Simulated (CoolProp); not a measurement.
500 sccm (0 °C, 1 atm) of nitrogen bubbles through liquid water at 300.7 K and leaves saturated at a total pressure of 0.0885 MPa (ideal gas phase). Each further row changes one setting.

Model: reference Helmholtz-energy equation of state, Wagner 2002, in CoolProp.

```tsv
case	vapour pressure (kPa)	mole fraction of vapour	delivery (mg/min)	delivery (sccm)	change of delivery for a bath 1 K warmer (%)
as stated	3.68	(withheld)	17.5	(withheld)	6.3
bath temperature 305.7 K	(withheld)	(withheld)	(withheld)	29.4	6.1
total pressure 0.177 MPa	3.68	0.0208	(withheld)	(withheld)	6.1
```

### Question
Some entries are withheld; supply them.

### Answer

- as stated, mole fraction of vapour: 0.0416
- as stated, delivery (sccm): 21.7
- bath temperature 305.7 K, vapour pressure (kPa): 4.91
- bath temperature 305.7 K, mole fraction of vapour: 0.0555
- bath temperature 305.7 K, delivery (mg/min): 23.6
- total pressure 0.177 MPa, delivery (mg/min): 8.54
- total pressure 0.177 MPa, delivery (sccm): 10.6
